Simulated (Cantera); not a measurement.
An isothermal, constant-pressure homogeneous reactor starts with CO : O2 : H2O : N2 = 0.019 : 0.0034 : 0.07 : 1 (molar parts), at 973 K and 101000 Pa. Integrator tolerance rtol = 1e-08.

Detailed kinetics in Cantera: GRI-Mech 3.0 (53 species, 325 reactions).

Question: What does this change do: temperature 973 to 1075 K?

Answer: 
```
quantity                                           before                                    after
----------------  ---------------------------------------  ---------------------------------------
x(CO) at 20.0 s   0.00669 (gas-phase equilibrium 0.00170)  0.00352 (gas-phase equilibrium 0.00228)
x(O2) at 20.0 s    1.39e-8 (gas-phase equilibrium <1e-12)    <1e-12 (gas-phase equilibrium <1e-12)
x(H2O) at 20.0 s    0.0598 (gas-phase equilibrium 0.0548)    0.0566 (gas-phase equilibrium 0.0554)
x(NO) at 20.0 s   4.41e-10 (gas-phase equilibrium <1e-12)   1.33e-8 (gas-phase equilibrium <1e-12)
x(H2) at 20.0 s   0.00452 (gas-phase equilibrium 0.00951)  0.00768 (gas-phase equilibrium 0.00893)
```
